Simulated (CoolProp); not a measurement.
Propane along the isobar 693 kPa: density (kg/m³) from the reference equation and from simpler models built on Tc = 96.7 °C, pc = 4251 kPa, ω = 0.152; each cubic takes its own stable root.

The numbers come from the reference Helmholtz-energy equation of state, Lemmon 2009 in CoolProp.

```
T (°C)  phase  reference  ideal gas  van der Waals  Redlich-Kwong  Soave-Redlich-Kwong  Peng-Robinson
------  -----  ---------  ---------  -------------  -------------  -------------------  -------------
24.25     gas      14.10      12.36          13.55          13.93                14.01          14.13
31.05     gas      13.63      12.08          13.18          13.50                13.57          13.68
37.85     gas      13.20      11.82          12.83          13.10                13.16          13.26
44.65     gas      12.81      11.56          12.49          12.73                12.78          12.88
51.45     gas      12.45      11.32          12.18          12.39                12.42          12.52
58.25     gas      12.11      11.09          11.88          12.06                12.09          12.18
65.05     gas      11.79      10.87          11.60          11.76                11.78          11.87
71.85     gas      11.49      10.65          11.34          11.47                11.49          11.57
78.65     gas      11.21      10.45          11.08          11.20                11.21          11.29
85.45     gas      10.95      10.25          10.84          10.94                10.95          11.02
92.25     gas      10.70      10.06          10.61          10.70                10.70          10.77
99.05     gas      10.46      9.875          10.39          10.47                10.47          10.53
105.85    gas      10.24      9.697          10.18          10.25                10.24          10.31
112.65    gas      10.03      9.526          9.979          10.03                10.03          10.09
```
